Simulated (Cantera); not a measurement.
# Low-pressure radical oxidation in H2/O2

An isothermal, constant-pressure homogeneous reactor starts with 32.4 % H₂, 67.6 % O₂, at 1225 K and 20.0 Torr.

Computed with Cantera and the H2/O2 subset of GRI-Mech 3.0, which has no nitrogen chemistry. Radical loss at walls, strong at low pressure, is not modelled. The temperature is held fixed by assumption; the heat of reaction is taken as removed at once.

| t (s) | x H₂ | x O₂ | x OH | x H₂O₂ | x H₂O |
|---|---|---|---|---|---|
| 4.00e-5 | 0.324 | 0.676 | 7.72e-9 | 3.32e-11 | 2.27e-8 |
| 0.000131 | 0.324 | 0.676 | 2.65e-7 | 3.60e-10 | 1.47e-6 |
| 0.000428 | 0.263 | 0.645 | 0.00667 | 2.83e-7 | 0.0426 |
| 0.00140 | 0.0183 | 0.542 | 0.0133 | 9.73e-7 | 0.277 |
| 0.00458 | 0.00591 | 0.594 | 0.00775 | 1.42e-6 | 0.362 |
| 0.0150 | 0.000441 | 0.611 | 0.00208 | 6.86e-7 | 0.385 |
| 0.0490 | 3.72e-5 | 0.613 | 0.000616 | 1.91e-7 | 0.387 |
| 0.160 | 5.60e-6 | 0.613 | 0.000244 | 5.63e-8 | 0.387 |
| 0.524 | 1.19e-6 | 0.613 | 0.000114 | 1.74e-8 | 0.387 |
| 1.71 | 3.05e-7 | 0.613 | 5.82e-5 | 5.59e-9 | 0.387 |
| 5.61 | 1.00e-7 | 0.613 | 3.34e-5 | 2.14e-9 | 0.387 |
| 18.3 | 6.53e-8 | 0.613 | 2.68e-5 | 1.49e-9 | 0.387 |
| 60.0 | 6.45e-8 | 0.613 | 2.67e-5 | 1.48e-9 | 0.387 |
x: mole fraction; the columns are a selection and need not sum to one.

Equilibrium at this temperature and pressure: H₂ 6.45e-8, O₂ 0.613, OH 2.67e-5, H₂O₂ 1.48e-9, H₂O 0.387 (gas phase only).
